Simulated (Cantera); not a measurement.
A closed system holds: 1 mol Al(CH3)3, 0.69 mol N2O, 430 mol N2, 2.1 mol H2O, held at 1330 Pa.

These are equilibrium values from Cantera (NASA tables, ideal gas, pure condensed phases), not measurements of a reactor. Candidate condensed phases: Al, AlN, Al2O3, C, C6H6, C7H8, C8H18, H2O; 148 gas species. The feed counts by its element totals alone. The numbers say what is thermodynamically allowed, not how fast it happens.

x: gas mole fraction; n: condensed amount in mol.

| T (°C) | x N2 | x H2 | x CO | x H | x Al | n AlN(s) |
|---|---|---|---|---|---|---|
| 1550 | 0.978 | 0.0145 | 0.00634 | ? | 0.000337 | 0.851 |
| 1600 | 0.977 | 0.0144 | 0.00633 | ? | 0.00103 | 0.545 |
| 1650 | 0.976 | 0.0142 | 0.00632 | ? | 0.00225 | 0 |
| 1700 | 0.976 | 0.0140 | 0.00632 | ? | 0.00226 | 0 |
| 1750 | 0.975 | 0.0137 | 0.00632 | ? | 0.00226 | 0 |
| 1800 | 0.975 | 0.0134 | 0.00632 | ? | 0.00226 | 0 |
| 1850 | 0.974 | 0.0129 | 0.00631 | ? | 0.00226 | 0 |
| 1900 | 0.974 | 0.0124 | 0.00631 | ? | 0.00226 | 0 |
| 1950 | 0.973 | 0.0117 | 0.00631 | ? | 0.00226 | 0 |

Question: Complete the blanks.

Answer: 
- 1550, x H: 0.000452
- 1600, x H: 0.000671
- 1650, x H: 0.000973
- 1700, x H: 0.00138
- 1750, x H: 0.00193
- 1800, x H: 0.00264
- 1850, x H: 0.00353
- 1900, x H: 0.00465
- 1950, x H: 0.00600
